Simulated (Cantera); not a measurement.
Cantera run:

```python
import numpy as np
import cantera as ct

gas_names = """
    H HI H2 I I2 Pb PbI PbI2 PbI4 Pb2
""".split()
cond_names = """
    I2(cr) I2(L) Pb(cr) Pb(L) PbI2(s) PbI2(L)
""".split()


# ... load() reads the species with a 1 bar reference pressure and builds the phases ...
atoms = {
    'PbI2': {'Pb': 1, 'I': 2},
    'H2': {'H': 2},
}
top_T = {}  # K; cautious upper limits of use, not melting points


# ... equilibrate(T, P, feed) seeds the gas with the atoms and calls Mixture.equilibrate('TP', solver="vcs", rtol=1e-11, max_steps=5000) ...
results = []
feed = {'PbI2': 1, 'H2': 1}  # mol
T = 1075  # K
P = 1.2  # Pa
mix = equilibrate(T, P, feed)
results.append((T, P, feed, dict(zip(mix.species_names, mix.species_moles))))
x = sorted(zip(gas.X, gas.species_names), reverse=True)
print(f"T = {T:g} K  P = {P:g} Pa  gas = {mix.phase_moles(0):.4g} mol")
print("   x: " + "  ".join(f"{s} {v:.3e}" for v, s in x if v > 0.001))
print("   condensed (mol): " + ("  ".join(f"{mix.phase(i).name} {mix.phase_moles(i):.4g}"
      for i in range(1, mix.n_phases) if mix.phase_moles(i) > 1e-12) or "none"))
```

Output:

```
T = 1075 K  P = 1.2 Pa  gas = 3.079 mol
   x: I 3.349e-01  H2 3.093e-01  Pb 1.270e-01  PbI 1.125e-01  PbI2 8.512e-02  HI 3.098e-02
   condensed (mol): none
```

Method: chemical equilibrium by Gibbs-energy minimisation in Cantera with the NASA 1993 tables (ideal gas, pure condensed phases). The tables' values for PbI4 are old estimates; treat these amounts as uncertain.
